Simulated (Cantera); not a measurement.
Input: 1 mol trisilylamine, 3.9 mol NH3, 8.4 mol N2, equilibrated at 5.30 Pa.

Method: chemical equilibrium by Gibbs-energy minimisation in Cantera with the NASA 1993 tables (ideal gas, pure condensed phases). Candidate condensed phases: Si, Si3N4; 18 gas species. The feed counts by its element totals alone. The tables' values for SiN are old estimates; treat these amounts as uncertain. The numbers say what is thermodynamically allowed, not how fast it happens. All values below are at 1948 K.

Base state: N2 0.428, H2 0.361, Si 0.117, H 0.0933, SiH 0.000393, Si2 0.000284, SiN 0.000165, Si2N 6.06e-5 (mole fractions); condensed: gas only.

**Question.** What changes in the equilibrium state with this change: trisilylamine replaced by SiH4?

**Answer.** 
| species | before | after |
|---|---|---|
| N2 | 0.428 | 0.515 |
| H2 | 0.361 | 0.345 |
| H | 0.0933 | 0.0911 |
| Si | 0.117 | 0.0494 |
| Si3 | 1.67e-5 | 1.25e-6 |
| Si2 | 0.000284 | 5.06e-5 |
